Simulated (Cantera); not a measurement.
A freely propagating, adiabatic, planar premixed flame of CH4 : O2 : N2 = 1 : 2.35 : 8.85 (molar parts), equivalence ratio 0.85, unburnt at 300 K and 1.01 bar; mixture-averaged transport, grid criteria slope 0.08 and curve 0.16, no radiation.

Detailed kinetics in Cantera: GRI-Mech 3.0 (53 species, 325 reactions). Burning velocities carry a grid error of a few per cent, more on coarse grids.

What does this change do: 0.051 parts H2 added?


```
quantity                     before      after
------------------------  ---------  ---------
laminar burning velocity  31.1 cm/s  32.8 cm/s
thermal thickness          0.492 mm   0.477 mm
peak x(C2H4)               0.000272   0.000265
peak x(OH)                  0.00644    0.00667
peak x(C2H6)               0.000611   0.000611
```

What does this change do: CH4 1 to 0.78 parts?


```json
[
 {"quantity": "laminar burning velocity", "before": "31.1 cm/s", "after": "16.6 cm/s"},
 {"quantity": "thermal thickness", "before": "0.492 mm", "after": "0.747 mm"},
 {"quantity": "peak x(C2H4)", "before": "0.000272", "after": "0.000180"},
 {"quantity": "peak x(OH)", "before": "0.00644", "after": "0.00335"},
 {"quantity": "peak x(C2H6)", "before": "0.000611", "after": "0.000338"}
]
```
